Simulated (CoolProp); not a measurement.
1000 sccm (0 °C, 1 atm) of nitrogen bubbles through liquid octamethylcyclotetrasiloxane (D4) at 332.5 K and leaves saturated at a total pressure of 0.0282 MPa (ideal gas phase). Each further row changes one setting.

Model: reference Helmholtz-energy equation of state, Thol 2015, in CoolProp.

```csv
case,vapour pressure (kPa),mole fraction of vapour,delivery (mg/min),delivery (sccm),change of delivery for a bath 1 K warmer (%)
as stated,1.24,0.0439,608,45.9,6.0
bath temperature 337.5 K,1.63,0.0578,812,61.3,5.9
total pressure 0.0564 MPa,1.24,0.0220,297,22.5,5.9
```
